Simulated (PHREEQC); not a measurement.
1 kg of water holding 18 mmol/kgw KCl meets 20 L of dry gas (CO2 0.27, CH4 0.51, H2S 0.22 by moles) at fixed total pressure, at 25 °C; fugacities by Peng-Robinson. The gases take part in no redox reaction, some water evaporates into the gas, and hydrates or a liquid gas phase aren't modelled. No solid was allowed to form.

All values are PHREEQC results (ion-association model, phreeqc.dat), not measurements.

```
P (atm)  dissolved CO2 (all carbonate carbon) (mol/kgw)  φ of CO2  p of CO2 (atm)
-------  ----------------------------------------------  --------  --------------
1                                               0.00881     0.994           0.260
2                                                0.0178     0.989           0.528
3                                                   [?]     0.984           0.796
5                                                   [?]     0.973            1.33
7.5                                                 [?]     0.960            2.00
10                                               0.0851     0.946            2.67
15                                                0.123     0.920            4.01
```

### Question
Fill in the missing entries.

### Answer

- 3, dissolved CO2 (all carbonate carbon) (mol/kgw): 0.0266
- 5, dissolved CO2 (all carbonate carbon) (mol/kgw): 0.0439
- 7.5, dissolved CO2 (all carbonate carbon) (mol/kgw): 0.0648
